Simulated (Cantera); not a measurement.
Feed: 1 mol SiO₂, a varied amount of CO, held at 2273.15 K and 1330 Pa.

Equilibrium computed with Cantera from the NASA thermochemical tables; the gas is ideal and each condensed phase is pure. Candidate condensed phases: C, Si, SiC, SiO₂; 20 gas species. The tables hold silica as quartz up to 1696 K and as liquid above; real silica turns to tridymite and cristobalite and melts near 1996 K. The numbers say what is thermodynamically allowed, not how fast it happens.

Q: What share of the Si ends up in condensed phases as a function of n(CO) (mol), at 0.67, 0.86, 1.1, 1.4, 1.9, 2.4, 3.1, 4, 5.1, 6.6, 8.6?

A: 
```
n(CO) (mol)  Si condensed (%)       as
-----------  ----------------  -------
0.67                     86.6  SiO₂(l)
0.86                     82.8  SiO₂(l)
1.1                      78.0  SiO₂(l)
1.4                      72.0  SiO₂(l)
1.9                      62.0  SiO₂(l)
2.4                      52.0  SiO₂(l)
3.1                      37.9  SiO₂(l)
4                        19.9  SiO₂(l)
5.1                       0.0        -
6.6                       0.0        -
8.6                       0.0        -
```
